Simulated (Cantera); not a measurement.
Standard-state values (1 bar) from the NASA 1993 polynomials, evaluated with Cantera. Values are per mole of reaction as written; species without (g) are pure solids or liquids, kept so even where they would boil at 1 bar.

Question: Between 2050 and 2350 K, where is each reaction favourable under standard conditions?
- H₂(g) + NiS₂ ⇌ NiS + H₂S(g)

Answer: 
- H₂(g) + NiS₂ ⇌ NiS + H₂S(g): ΔG° is -61 kJ at 2050 K and -68 kJ at 2350 K; it stays negative (K > 1). ΔH° is -10 kJ and ΔS° 25 J/K at 2350 K.
